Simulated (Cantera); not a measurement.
An isothermal, constant-pressure homogeneous reactor starts with H2 : O2 : N2 = 0.17 : 1 : 0.14 (molar parts), at 1473 K and 2500 Pa. Integrator tolerance rtol = 1e-08.

Model: GRI-Mech 3.0 (53 species, 325 reactions), integrated in Cantera. Radical loss at walls, strong at low pressure, is not modelled. The temperature is held fixed by assumption; the heat of reaction is taken as removed at once.

### Question
What does this change do: H2 0.17 to 0.74 parts?

### Answer
```
quantity                                              before                                      after
-----------------  -----------------------------------------  -----------------------------------------
x(H2) at 2.00 s      1.62e-6 (gas-phase equilibrium 1.34e-6)    6.35e-6 (gas-phase equilibrium 6.33e-6)
x(O2) at 2.00 s          0.747 (gas-phase equilibrium 0.746)        0.417 (gas-phase equilibrium 0.417)
x(H2O2) at 2.00 s    3.57e-9 (gas-phase equilibrium 3.36e-9)    8.88e-9 (gas-phase equilibrium 8.86e-9)
x(HO2) at 2.00 s     1.83e-7 (gas-phase equilibrium 1.93e-7)    2.35e-7 (gas-phase equilibrium 2.35e-7)
x(OH) at 2.00 s    0.000276 (gas-phase equilibrium 0.000251)  0.000409 (gas-phase equilibrium 0.000408)
```

### Question
What does this change do: pressure from 2500 Pa to 1330 Pa?

### Answer
```csv
quantity,before,after
x(H2) at 2.00 s,1.62e-6 (gas-phase equilibrium 1.34e-6),6.23e-6 (gas-phase equilibrium 1.83e-6)
x(O2) at 2.00 s,0.747 (gas-phase equilibrium 0.746),0.747 (gas-phase equilibrium 0.746)
x(H2O2) at 2.00 s,3.57e-9 (gas-phase equilibrium 3.36e-9),4.13e-9 (gas-phase equilibrium 2.45e-9)
x(HO2) at 2.00 s,1.83e-7 (gas-phase equilibrium 1.93e-7),1.27e-7 (gas-phase equilibrium 1.65e-7)
x(OH) at 2.00 s,0.000276 (gas-phase equilibrium 0.000251),0.000541 (gas-phase equilibrium 0.000294)
```
